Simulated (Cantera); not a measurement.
Cantera run:

```python
import numpy as np
import cantera as ct

gas_names = """
    CL CLO CL2 Fe FeCL FeCL2 FeCL3 FeO Fe(OH)2 Fe2CL4 Fe2CL6 H HCL HOCL HO2 H2 H2O H2O2 O OH O2 O3
""".split()
cond_names = """
    Fe(a) Fe(c) Fe(d) Fe(L) FeCL2(s) FeCL2(L) FeCL3(s) FeCL3(L) FeO(s) FeO(L) Fe(OH)2(s) Fe(OH)3(s)
    Fe2O3(s) Fe3O4(s) H2O(s) H2O(L)
""".split()


# ... load() reads the species with a 1 bar reference pressure and builds the phases ...
atoms = {
    'Fe': {'Fe': 1},
    'Cl2': {'CL': 2},
    'O2': {'O': 2},
    'HCl': {'H': 1, 'CL': 1},
}
top_T = {'Fe2O3(s)': 1830, 'Fe3O4(s)': 1870}  # K; cautious upper limits of use, not melting points


# ... equilibrate(T, P, feed) seeds the gas with the atoms and calls Mixture.equilibrate('TP', solver="vcs", rtol=1e-11, max_steps=5000) ...
results = []
feed = {'Fe': 1, 'Cl2': 0.2, 'O2': 0.01, 'HCl': 0.69}  # mol
T = 1248  # K
P = 320000  # Pa
mix = equilibrate(T, P, feed)
results.append((T, P, feed, dict(zip(mix.species_names, mix.species_moles))))
x = sorted(zip(gas.X, gas.species_names), reverse=True)
print(f"T = {T:g} K  P = {P:g} Pa  gas = {mix.phase_moles(0):.4g} mol")
print("   x: " + "  ".join(f"{s} {v:.3e}" for v, s in x if v > 1e-06))
print("   condensed (mol): " + ("  ".join(f"{mix.phase(i).name} {mix.phase_moles(i):.4g}"
      for i in range(1, mix.n_phases) if mix.phase_moles(i) > 1e-12) or "none"))
```

Output:

```
T = 1248 K  P = 320000 Pa  gas = 0.5673 mol
   x: HCL 3.837e-01  H2 3.810e-01  FeCL2 1.661e-01  H2O 3.525e-02  Fe2CL4 3.373e-02  FeCL3 1.938e-04
   condensed (mol): Fe(c) 0.5639  FeCL2(L) 0.3035
```

These are equilibrium values from Cantera (NASA tables, ideal gas, pure condensed phases), not measurements of a reactor. Mutual solubility and eutectic melting of coexisting phases are not modelled.
